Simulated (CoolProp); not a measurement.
Vapour-liquid equilibrium of ethylene (1) + ethane (2) at -40.85 °C; x and y are mole fractions of (1).

Model: multi-fluid Helmholtz-energy mixture model, Smukala 2000 and Bücker 2006; pair parameters Bell 2016, in CoolProp.

Task: Give the bubble pressure and the first vapour's composition at x = 0.05, 0.575, 0.725. Is there an azeotrope?

Result: x = 0.05: 0.7956 MPa, y = 0.089; x = 0.575: 1.143 MPa, y = 0.683; x = 0.725: 1.237 MPa, y = 0.805. No azeotrope shows between x = 0.05 and 0.95.

Pair parameters are fitted to limited data, so mixtures are less certain than the pure fluids.
